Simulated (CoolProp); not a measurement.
Vapour pressure (bar) of C2F6 (R116): the reference equation beside estimates from Tc = 19.9 °C, pc = 30.48 bar, ω = 0.257.

Values from CoolProp's reference Helmholtz-energy equation of state, Lemmon 2006. It is a short technical equation, of lower accuracy than the large ones.

```tsv
T (°C)	reference	van der Waals	Redlich-Kwong
-52.45	3.356	8.786	4.801
-46.55	4.235	9.967	5.858
-40.65	5.278	11.25	7.067
-34.75	6.500	12.62	8.437
-28.85	7.921	14.10	9.980
-22.95	9.561	15.69	11.70
-17.05	11.44	17.37	13.62
-11.15	13.58	19.17	15.73
-5.25	16.01	21.08	18.06
0.65	18.76	23.10	20.60
```

Absolute difference from the reference over all 10 rows, mean and median: van der Waals 79.4 and 71.1 %, Redlich-Kwong 25.1 and 24.2 %.
